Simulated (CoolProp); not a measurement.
Model: reference Helmholtz-energy equation of state, Span 1996, in CoolProp.

Question: For carbon dioxide, give the phase and the Z, cp (kJ/(kg K)), fugacity coefficient at 14.95 °C and 6.56 MPa; 20.15 °C and 6.56 MPa; 51.35 °C and 6.56 MPa.

Answer: 
- 14.95 °C and 6.56 MPa: liquid; Z 0.142, cp 2.92, fugacity coefficient 0.576
- 20.15 °C and 6.56 MPa: liquid; Z 0.149, cp 3.55, fugacity coefficient 0.626
- 51.35 °C and 6.56 MPa: gas; Z 0.700, cp 1.70, fugacity coefficient 0.764
